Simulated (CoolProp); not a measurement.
Values from CoolProp's reference Helmholtz-energy equation of state, Gao 2016.

Problem. Give the vapour pressure (kPa), liquid density (kg/m³), vapour density (kg/m³), liquid cp (kJ/(kg K)) of saturated sulfur dioxide at 10.25, 80.95 °C.

Solution. 
```tsv
T (°C)	p (kPa)	liquid density (kg/m³)	vapour density (kg/m³)	liquid cp (kJ/(kg K))
10.25	232	1410	6.64	1.37
80.95	1840	1190	49.6	1.56
```
